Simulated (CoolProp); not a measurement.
trans-2-butene at several states: fugacity coefficient from the reference equation and from simpler models built on Tc = 428.6 K, pc = 4019 kPa, ω = 0.210; each cubic takes its own stable root.

The numbers come from the reference Helmholtz-energy equation of state, Lemmon 2005 in CoolProp. It is a short technical equation, of lower accuracy than the large ones.

| T (K) | p (kPa) | phase | reference | van der Waals | Redlich-Kwong | Soave-Redlich-Kwong | Peng-Robinson |
|---|---|---|---|---|---|---|---|
| 407.8 | 15800 | liquid | 0.2030 | 0.2899 | 0.2298 | 0.2215 | 0.2032 |
| 326.6 | 1120 | liquid | 0.4273 | 0.8427 | 0.5507 | 0.4367 | 0.4290 |
| 213.2 | 98 | liquid | 0.04627 | 0.9646 | 0.08617 | 0.04364 | 0.04697 |

At some of these states van der Waals gives the other phase, because its saturation line lies elsewhere.
